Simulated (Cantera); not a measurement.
What does this Cantera script print?

```python
import numpy as np
import cantera as ct

gas_names = """
    H FeCL3 FeCL2 H2O
""".split()
cond_names = """
    Fe2O3(s)
""".split()


def load(file, names, dense=False):
    # The tables refer to 1 bar. Condensed volumes are neglected.
    table = {s.name: s for s in ct.Species.list_from_file(file)}
    out = []
    for n in names:
        d = dict(table[n].input_data)
        d["thermo"] = dict(d["thermo"], **{"reference-pressure": 1e5})
        if dense:
            d["equation-of-state"] = {"model": "constant-volume", "density": "1e6 g/cm^3"}
        out.append(ct.Species.from_dict(d))
    return out


species = {s.name: s for s in load("nasa_gas.yaml", gas_names) + load("nasa_condensed.yaml", cond_names)}
# Each term lists the table entries of one substance; the one whose range holds T is used.
reactions = {
    '6 H(g) + 4 FeCl3(g) + Fe2O3 = 6 FeCl2(g) + 3 H2O(g)':
        [(-6, ['H']), (-4, ['FeCL3']), (-1, ['Fe2O3(s)']), (6, ['FeCL2']), (3, ['H2O'])],
}


def pick(names, T):
    return next(species[n] for n in names if species[n].thermo.min_temp <= T <= species[n].thermo.max_temp)


results = []
for label, terms in reactions.items():
    print(label)
    print("     T/K   dH/kJ  dS/(J/K)   dG/kJ   log10 K")
    for T in [848, 998, 1148, 1298, 1448, 1598, 1748]:
        used = [(nu, pick(names, T)) for nu, names in terms]
        dH = sum(nu * s.thermo.h(T) for nu, s in used) / 1e6
        dS = sum(nu * s.thermo.s(T) for nu, s in used) / 1e3
        dG = dH - T * dS / 1e3
        logK = -dG * 1e6 / (ct.gas_constant * T * np.log(10))
        results.append((label, T, dH, dS, dG, logK, [s.name for _, s in used]))
        print(f"{T:8g} {dH:8.1f} {dS:8.1f} {dG:8.1f} {logK:8.2f}")
```

It prints:

```
6 H(g) + 4 FeCl3(g) + Fe2O3 = 6 FeCl2(g) + 3 H2O(g)
     T/K   dH/kJ  dS/(J/K)   dG/kJ   log10 K
     848  -1105.2     92.0  -1183.2    72.88
     998  -1123.6     72.0  -1195.5    62.57
    1148  -1138.6     58.0  -1205.2    54.83
    1298  -1151.6     47.3  -1213.0    48.81
    1448  -1163.2     38.9  -1219.5    43.99
    1598  -1173.6     32.0  -1224.8    40.03
    1748  -1183.2     26.3  -1229.1    36.73
```

Standard-state values (1 bar) from the NASA 1993 polynomials, evaluated with Cantera. Condensed species are held in their standard states even where they would react or evaporate.
